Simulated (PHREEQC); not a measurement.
Solution (40 °C): 0.0017 mol ZnCl2 and 0.00038 mol FeSO4 per kg of water. Closed to the air; pH follows from the charge balance.

All values are PHREEQC results (ion-association model, phreeqc.dat), not measurements.

```json
[
 {"quantity": "pH", "before": "5.70", "after": "6.22"},
 {"quantity": "ionic strength (mol/kgw)", "before": "0.00626", "after": "0.00629"},
 {"quantity": "Fe+2 (mol/kgw)", "before": "0.000366", "after": "0.000365"},
 {"quantity": "SO4-2 (mol/kgw)", "before": "0.000302", "after": "0.000307"},
 {"quantity": "FeSO4 (mol/kgw)", "before": "1.30e-5", "after": "1.32e-5"},
 {"quantity": "FeCl+ (mol/kgw)", "before": "1.22e-6", "after": "1.22e-6"},
 {"quantity": "SI of Melanterite (FeSO4:7H2O)", "before": "-5.20", "after": "-5.20"}
]
```

What was changed between the two runs?
A) ZnCl2 replaced by MnCl2 at the same molality
B) diluted 100-fold with water
C) temperature from 40 to 60 °C
D) FeSO4 from 0.00038 to 0.000418 mol/kgw

A, ZnCl2 replaced by MnCl2 at the same molality

This is a speciation only: nothing precipitates in the calculation. At this temperature some constants are extrapolated from 25 °C, and those without enthalpy data are left unchanged.
